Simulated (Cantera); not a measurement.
Input: 1 mol SiCl₄, 0.46 mol NO, 8.7 mol N₂, at 0.00133 bar.

Equilibrium computed with Cantera from the NASA thermochemical tables; the gas is ideal and each condensed phase is pure. Candidate condensed phases: Si, SiO₂, Si₂N₂O, Si₃N₄; 23 gas species. The tables' values for SiCl₃ are old estimates; treat these amounts as uncertain. The tables hold silica as quartz up to 1696 K and as liquid above; real silica turns to tridymite and cristobalite and melts near 1996 K. Rates play no part. All values below are at 1423 K.

Base state: N₂ 0.846, Cl 0.0745, SiCl₄ 0.0727, Cl₂ 0.00646, SiCl₃ 0.000239 (mole fractions); condensed: SiO₂(β-quartz).

### Question
What changes in the equilibrium state with this change: pressure from 0.00133 bar to 0.0133 bar?

### Answer
| species | before | after |
|---|---|---|
| N₂ | 0.846 | 0.860 |
| SiCl₄ | 0.0727 | 0.0741 |
| Cl | 0.0745 | 0.0438 |
| Cl₂ | 0.00646 | 0.0224 |
| SiCl₃ | 0.000239 | 4.15e-5 |
| SiO₂(β-quartz), mol | 0.230 | 0.230 |

### Question
What changes in the equilibrium state with this change: SiCl₄ replaced by SiH₄?

### Answer
```tsv
species	before	after
N₂	0.846	0.808
H₂	0	0.192
H	0	7.97e-5
Cl	0.0745	0
SiCl₄	0.0727	0
SiO	1.80e-7	1.87e-5
Cl₂	0.00646	0
SiCl₃	0.000239	0
SiO₂(β-quartz), mol	0.230	0
Si₂N₂O(s), mol	0	0.460
Si₃N₄(s), mol	0	0.0267
```
Mutual solubility and eutectic melting of coexisting phases are not modelled. Further candidate phases: H₂O.
